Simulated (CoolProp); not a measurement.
Computed with CoolProp (reference Helmholtz-energy equation of state, Leachman 2009).

Task: For normal hydrogen, give the phase and the Joule-Thomson coefficient (K/MPa) at 38.1 K and 1.86 MPa; 87.9 K and 1.86 MPa.

Result: 
- 38.1 K and 1.86 MPa: supercritical; Joule-Thomson coefficient 5.38
- 87.9 K and 1.86 MPa: supercritical; Joule-Thomson coefficient 1.56
